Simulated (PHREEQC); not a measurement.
A made-up water analysis in mg/kgw, 20 °C, pH 5.94, pe 8.6: Na 1.31; K 2.64; Ca 2.7; Mg 0.102; Cl 1.94; S(6) as SO4 4.93; Alkalinity as HCO3 6.07; B 0.063; N(5) as NO3 0.00224; Sr 0.00511; Pb 0.0235; Br 0.0602; Cd 0.00494.

Valence states are taken as typed.

All values are PHREEQC results (ion-association model, wateq4f.dat), not measurements.

| quantity | before | after |
|---|---|---|
| CO2 (mol/kgw) | 0.000272 | 8.53e-5 |
| HCO3- (mol/kgw) | 0.000101 | 9.97e-5 |
| CaSO4 (mol/kgw) | 5.39e-7 | 5.40e-7 |
| Pb+2 (mol/kgw) | 9.68e-8 | 8.54e-8 |
| CaHCO3+ (mol/kgw) | 7.20e-8 | 7.14e-8 |
| MgSO4 (mol/kgw) | 3.63e-8 | 3.63e-8 |
| SI of Pb(OH)2 (Pb(OH)2) | -3.50 | -2.55 |
| SI of Anglesite (PbSO4) | -3.57 | -3.62 |

### Question
Name the change that produced these shifts.
(A) temperature from 20 to 5 °C at the same typed pH
(B) pH from 5.94 to 6.44 at the same alkalinity
(C) all concentrations times 2 at the same typed pH
(D) Br from 0.0602 to 0.12 mg/kgw

### Answer
B, pH from 5.94 to 6.44 at the same alkalinity

Precipitation was switched off in this run.
